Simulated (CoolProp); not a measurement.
R236EA along the isotherm 412 K: density (kg/m³) from the reference equation and from simpler models built on Tc = 412.4 K, pc = 3.414 MPa, ω = 0.368; each cubic takes its own stable root.

The numbers come from the reference Helmholtz-energy equation of state, Rui 2013 in CoolProp.

| p (MPa) | phase | reference |
|---|---|---|
| 0.75 | gas | 36.18 |
| 1.5 | gas | 80.32 |
| 2.25 | gas | 139.0 |
| 3 | gas | 238.2 |
| 3.75 | liquid | 841.9 |
| 4.5 | liquid | 913.9 |
| 5.25 | liquid | 953.7 |
| 6 | liquid | 982.6 |

**Question.** How far does each simpler model (Redlich-Kwong, Soave-Redlich-Kwong, Peng-Robinson) lie from the reference over these 8 states: mean and median of the absolute difference, and the worst?

**Answer.** 
- Redlich-Kwong: mean 9.3 %, median 8.7 %, worst -21.6 % at 412 K and 3.75 MPa
- Soave-Redlich-Kwong: mean 9.3 %, median 8.6 %, worst -21.4 % at 412 K and 3.75 MPa
- Peng-Robinson: mean 5.3 %, median 3.9 %, worst -13.3 % at 412 K and 3.75 MPa
